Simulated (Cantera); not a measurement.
A Cantera script and its output.

```python
import numpy as np
import cantera as ct

gas = ct.Solution("gri30.yaml")
gas.TPX = 600, 33000, {'CH4': 1, 'H2': 0.17, 'O2': 1.9, 'N2': 7.13}
flame = ct.FreeFlame(gas, width=0.087)
flame.set_refine_criteria(ratio=3, slope=0.08, curve=0.16)
flame.transport_model = "mixture-averaged"
flame.solve(loglevel=0, auto=True)
z, T = flame.grid, flame.T
thick = (T[-1] - T[0]) / np.gradient(T, z).max()
show = ['CH4', 'H2', 'O2', 'N2O', 'H2O', 'C2H']
print(f"laminar burning velocity  {flame.velocity[0] * 100:.3f} cm/s")
print(f"burnt temperature         {T[-1]:.1f} K")
print(f"thermal thickness         {thick * 1e3:.4f} mm")
print(f"grid points               {len(z)}")
z0 = z[flame.heat_release_rate.argmax()]
print(f"{'z/mm':>9s}{'T/K':>9s}{'u/(m/s)':>9s}" + "".join(f"{s:>11s}" for s in show))
rows = []
for k in (-3, -2, -1.5, -1, -0.5, -0.25, 0, 0.25, 0.5, 1, 2, 4, 8):
    zz = z0 + k * thick
    rows.append([k * thick, np.interp(zz, z, T), np.interp(zz, z, flame.velocity),
                 *(np.interp(zz, z, flame.X[gas.species_index(s)]) for s in show)])
    print(f"{rows[-1][0] * 1e3:9.3f}{rows[-1][1]:9.1f}{rows[-1][2]:9.3f}" + "".join(f"{x:11.3e}" for x in rows[-1][3:]))
```

Output:

```
laminar burning velocity  181.884 cm/s
burnt temperature         2348.8 K
thermal thickness         0.8117 mm
grid points               157
     z/mm      T/K  u/(m/s)        CH4         H2         O2        N2O        H2O        C2H
   -2.435    600.0    1.820  9.799e-02  1.714e-02  1.862e-01  5.487e-15  6.556e-06  1.119e-25
   -1.623    600.9    1.825  9.779e-02  1.849e-02  1.859e-01  2.906e-13  1.353e-04  3.306e-21
   -1.218    604.8    1.840  9.735e-02  2.037e-02  1.854e-01  2.351e-12  6.571e-04  4.166e-19
   -0.812    644.3    1.970  9.453e-02  2.478e-02  1.824e-01  5.368e-11  5.331e-03  6.542e-16
   -0.406    982.4    3.052  7.189e-02  3.377e-02  1.567e-01  1.427e-09  4.169e-02  2.478e-11
   -0.203   1382.1    4.352  4.111e-02  3.852e-02  1.169e-01  5.020e-09  8.546e-02  1.066e-08
    0.000   1767.4    5.631  1.138e-02  3.819e-02  6.778e-02  1.228e-08  1.314e-01  4.081e-07
    0.203   1942.0    6.210  1.259e-03  3.139e-02  3.611e-02  1.983e-08  1.568e-01  5.018e-07
    0.406   1982.5    6.331  7.408e-05  2.638e-02  2.322e-02  2.455e-08  1.645e-01  5.660e-08
    0.812   2007.7    6.383  2.084e-07  2.490e-02  1.679e-02  2.609e-08  1.652e-01  1.431e-10
    1.623   2037.0    6.451  2.668e-11  2.526e-02  1.469e-02  2.549e-08  1.647e-01  1.402e-14
    3.247   2077.0    6.557  1.824e-15  2.457e-02  1.338e-02  2.613e-08  1.671e-01  8.453e-19
    6.494   2133.7    6.708  2.226e-16  2.305e-02  1.170e-02  2.810e-08  1.714e-01  1.603e-22
```

Detailed kinetics in Cantera: GRI-Mech 3.0 (53 species, 325 reactions). Burning velocities carry a grid error of a few per cent, more on coarse grids.
